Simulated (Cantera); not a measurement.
Charge: 1 mol CH₃F, 0.41 mol CH₄, 0.77 mol H₂, at 1.00 bar.

Equilibrium computed with Cantera from the NASA thermochemical tables; the gas is ideal and each condensed phase is pure. Candidate condensed phases: C, C₆H₆, C₇H₈, C₈H₁₈; 110 gas species. Ions and electrons are included (thermal ionisation). Equilibrium is a limit: real reactors are often held back by kinetics, nucleation or transport.

Which condensed phases are stable at each of these points (T (K)): 3000, 3250, 3500, 3750, 4000, 4250, 4500, 4750, 5000?


| T (K) | condensed phases | C condensed (%) |
|---|---|---|
| 3000 | C(graphite) | 78.3 |
| 3250 | C(graphite) | 56.2 |
| 3500 | gas only | 0.0 |
| 3750 | gas only | 0.0 |
| 4000 | gas only | 0.0 |
| 4250 | gas only | 0.0 |
| 4500 | gas only | 0.0 |
| 4750 | gas only | 0.0 |
| 5000 | gas only | 0.0 |

From 3000 K to 3250 K the condensed part is C(graphite). From 3500 K to 5000 K nothing is condensed.
